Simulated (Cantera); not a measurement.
Catalytic combustion on Pt

An isothermal plug-flow reactor at 725 K and 0.987 atm (inlet), inlet velocity 2.6 m/s, active area per volume 480 1/m; feed CO : O2 : N2 = 0.0053 : 0.13 : 0.79 (molar parts), equivalence ratio 0.020.

Model: Deutschmann's 1995 Pt surface mechanism with GRI-Mech 3.0 gas chemistry, integrated in Cantera. Catalytic surfaces can have several steady states; this one follows from the mechanism file's or the stated starting coverage. Mass transfer to the wall is taken as infinitely fast.

```tsv
z (m)	x CO	x O2	x H2O	x CO2	θ free Pt	θ O*	θ CO*
0.00011	0.00572	0.140	<1e-12	1.17e-5	0.0180	0.981	0.00132
0.00022	0.00570	0.140	<1e-12	2.33e-5	0.0180	0.981	0.00131
0.00042	0.00568	0.140	<1e-12	4.42e-5	0.0179	0.981	0.00129
0.00082	0.00564	0.140	<1e-12	8.54e-5	0.0178	0.981	0.00126
0.0016	0.00557	0.140	<1e-12	0.000163	0.0176	0.981	0.00121
0.0031	0.00542	0.140	<1e-12	0.000305	0.0172	0.982	0.00113
0.0059	0.00519	0.140	<1e-12	0.000544	0.0165	0.982	0.000999
0.011	0.00481	0.140	<1e-12	0.000919	0.0157	0.984	0.000832
```
x: gas mole fraction; θ: surface coverage.
